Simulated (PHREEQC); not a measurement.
PHREEQC input (ion-association model, phreeqc.dat):

```
SOLUTION_MASTER_SPECIES
  Amm  AmmH+  0  AmmH  17.031  # ammonia with no redox link, constants of NH4+
SOLUTION_SPECIES
  AmmH+ = AmmH+
    -log_k 0
    -gamma 2.5 0
    -dw 1.98e-9
  AmmH+ = Amm + H+
    -log_k -9.252
    -delta_h 12.48 kcal
    -analytic 0.6322 -0.001225 -2835.76
    -dw 2.28e-9
  AmmH+ + SO4-2 = AmmHSO4-
    -log_k 1.11
PHASES
  Amm(g)
    Amm = Amm
    -log_k 1.7966
    -analytic -18.758 3.3670e-4 2.5113e3 4.8619 39.192
    -T_c 405.6
    -P_c 111.3
    -Omega 0.25
EXCHANGE_SPECIES
  AmmH+ + X- = AmmHX
    -log_k 0.6
    -gamma 2.5 0
    -delta_h -2.4
SOLUTION 0
  temp 15
  units mmol/kgw
  pH 7 charge
  Cl 8.11
  Amm 4.9
  Mg 1.6
  O(0) 1 O2(g) -0.68
SOLUTION 1-30
  temp 15
  units mmol/kgw
  pH 7 charge
  Cl 10.61
  K 6
  Sr 2.3
  O(0) 1 O2(g) -0.68
END
EXCHANGE 1-30
  X 0.017
  -equilibrate 1
END
SELECTED_OUTPUT 1
  -reset false
  -pH true
  -pe true
  -ionic_strength true
  -water true
  -step true
  -totals Amm Cl K Mg Sr
  -molalities KX MgX2 AmmHX SrX2
  -saturation_indices Sylvite
PRINT
  -reset false
TRANSPORT
  -cells 30
  -shifts 210
  -lengths 0.0166667
  -time_step 3600
  -dispersivities 0.025
  -boundary_conditions flux flux
  -correct_disp true
  -punch_cells 30
  -punch_frequency 7
END
# ... the last block is repeated for the other 30 points of pore volumes
```

Selected output (columns that matter, 23 of 31 rows; pore volumes added in front):

```
pore volumes	pH	mu	Amm	Cl	K	Mg	Sr	m_KX	m_MgX2	m_SrX2	si_Sylvite
0	5.0427	0.01291	0	0.01061	0.006	0	0.0023	0.0036561	0	0.006672	-5.1447
0.25	5.0427	0.01291	6.7865e-13	0.01061	0.006	1.1527e-18	0.0023	0.0036561	1.5947e-18	0.006672	-5.1447
0.7167	5.0419	0.012316	7.1277e-05	0.01016	0.0057656	9.1114e-08	0.0021564	0.0036275	1.3439e-07	0.0066688	-5.1788
0.95	5.04	0.011257	0.00043076	0.0093674	0.0051481	1.3682e-06	0.0018879	0.0034585	2.3007e-06	0.0066566	-5.2594
1.1833	5.038	0.010375	0.001119	0.0087192	0.0042796	6.6496e-06	0.0016487	0.0030728	1.2773e-05	0.0066401	-5.3675
1.65	5.0351	0.0096777	0.0027702	0.008206	0.0024823	4.73e-05	0.0014244	0.0019135	0.00010472	0.0066127	-5.6276
1.8833	5.0342	0.0096232	0.003429	0.0081441	0.001747	9.2468e-05	0.0013866	0.0013612	0.00020917	0.006577	-5.7832
2.35	5.0334	0.0096727	0.0042214	0.0081139	0.00076474	0.00023376	0.0013251	0.0006004	0.00053688	0.0063812	-6.1438
2.5833	5.0332	0.0097099	0.0044196	0.0081113	0.00048435	0.00031925	0.0012794	0.00038209	0.00074028	0.0062203	-6.3425
2.8167	5.0331	0.0097398	0.0045404	0.0081104	0.00030112	0.00040654	0.0012229	0.00023921	0.00095598	0.0060295	-6.549
3.2833	5.0331	0.0097739	0.0046599	0.00811	0.00011247	0.00057164	0.0010922	9.1091e-05	0.0013972	0.0055976	-6.9769
3.5167	5.033	0.0097809	0.0046903	0.00811	6.8046e-05	0.00064609	0.0010248	5.5736e-05	0.0016151	0.0053713	-7.1952
3.75	5.033	0.0097835	0.0047119	0.00811	4.1017e-05	0.00071465	0.00095889	3.399e-05	0.0018285	0.0051444	-7.415
4.2167	5.033	0.0097813	0.0047425	0.00811	1.4813e-05	0.00083525	0.00083609	1.2564e-05	0.0022389	0.0046992	-7.8573
4.45	5.0329	0.0097783	0.0047546	0.00811	8.8892e-06	0.00088824	0.00078003	7.6249e-06	0.0024351	0.0044839	-8.0791
4.6833	5.0329	0.0097746	0.0047654	0.00811	5.3324e-06	0.000937	0.00072765	4.6239e-06	0.0026251	0.0042745	-8.301
5.15	5.0329	0.0097669	0.0047843	0.00811	1.9191e-06	0.0010236	0.00063335	1.6983e-06	0.0029867	0.0038751	-8.7448
5.3833	5.0329	0.0097631	0.0047926	0.00811	1.1517e-06	0.0010621	0.00059103	1.0289e-06	0.0031584	0.0036853	-8.9666
5.85	5.0329	0.009756	0.0048075	0.00811	4.1525e-07	0.0011311	0.00051496	3.7754e-07	0.0034837	0.0033257	-9.4096
6.0833	5.0328	0.0097528	0.0048141	0.00811	2.495e-07	0.001162	0.00048078	2.2869e-07	0.0036376	0.0031558	-9.6308
6.3167	5.0328	0.0097498	0.0048203	0.00811	1.4998e-07	0.0011909	0.00044892	1.3853e-07	0.0037858	0.0029923	-9.8518
6.7833	5.0328	0.0097444	0.0048312	0.00811	5.4266e-08	0.001243	0.00039141	5.0842e-08	0.0040653	0.0026842	-10.293
7.0167	5.0328	0.0097419	0.0048361	0.00811	3.2662e-08	0.0012665	0.00036546	3.0802e-08	0.0041969	0.0025393	-10.514
```
